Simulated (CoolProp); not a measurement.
n-butane at 293.15 K and 0.129 MPa is compressed adiabatically to 0.647 MPa with isentropic efficiency 0.9. Each further row changes one setting.

Computed with CoolProp (reference Helmholtz-energy equation of state, Bücker 2006).

```
case             work (kJ/kg)  final temperature (K)  final density (kg/m³)
---------------  ------------  ---------------------  ---------------------
as stated                74.5                      …                   15.2
efficiency 1                …                  340.3                   15.4
efficiency 0.65             …                      …                      …
```

### Question
What belongs in the gaps?

### Answer

- as stated, final temperature (K): 343.9
- efficiency 1, work (kJ/kg): 67.0
- efficiency 0.65, work (kJ/kg): 103
- efficiency 0.65, final temperature (K): 357.5
- efficiency 0.65, final density (kg/m³): 14.3
